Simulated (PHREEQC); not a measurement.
Consider water at 55 °C with 1.9e-05 mol Na2HAsO4, 3.2e-07 mol NaOH and 9.7e-05 mol NaCl per kg of water. Closed to the air; pH follows from the charge balance.

Computed with PHREEQC (ion-association model, wateq4f.dat).

```json
{
 "pH": "7.73",
 "ionic_strength": "0.000151 mol/kgw",
 "total_alkalinity": "0.0193 meq/kg"
}
```

| species | molality | activity | log γ |
|---|---|---|---|
| Na+ | 0.000135 | 0.000133 | -0.007 |
| Cl- | 9.70e-5 | 9.56e-5 | -0.007 |
| HAsO4-2 | 1.55e-5 | 1.46e-5 | -0.026 |
| OH- | 3.86e-6 | 3.80e-6 | -0.007 |
| H2AsO4- | 3.53e-6 | 3.47e-6 | -0.007 |
| H+ | 1.89e-8 | 1.86e-8 | -0.006 |
| AsO4-3 | 3.93e-9 | 3.43e-9 | -0.059 |

Precipitation was switched off in this run. Species that the database lacks are ignored. Constants without temperature data keep their 25 °C values here.
